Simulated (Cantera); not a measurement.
## Catalytic combustion on Pt

An isothermal plug-flow reactor at 900 K and 1.00 bar (inlet), inlet velocity 0.15 m/s, active area per volume 500 1/m; feed CO : O2 : N2 = 0.019 : 0.012 : 0.79 (molar parts).

Model: Deutschmann's 1995 Pt surface mechanism with GRI-Mech 3.0 gas chemistry, integrated in Cantera. Catalytic surfaces can have several steady states; this one follows from the mechanism file's or the stated starting coverage. Mass transfer to the wall is taken as infinitely fast.

```tsv
z (m)	x CO	x O2	x H2O	x CO2	θ free Pt	θ O*	θ CO*
5.8e-05	0.0186	0.0123	<1e-12	0.00462	0.332	0.00220	0.666
0.0001	0.0152	0.0107	<1e-12	0.00801	0.359	0.00233	0.639
0.00018	0.00858	0.00736	<1e-12	0.0147	0.446	0.00287	0.551
0.00033	7.35e-7	0.00308	<1e-12	0.0234	0.258	0.742	1.32e-6
0.00058	<1e-12	0.00308	<1e-12	0.0234	0.258	0.742	<1e-12
0.001	<1e-12	0.00308	<1e-12	0.0234	0.258	0.742	<1e-12
0.0018	<1e-12	0.00308	<1e-12	0.0234	0.258	0.742	<1e-12
0.0033	<1e-12	0.00308	<1e-12	0.0234	0.258	0.742	<1e-12
0.0058	<1e-12	0.00308	<1e-12	0.0234	0.258	0.742	<1e-12
```
x: gas mole fraction; θ: surface coverage.
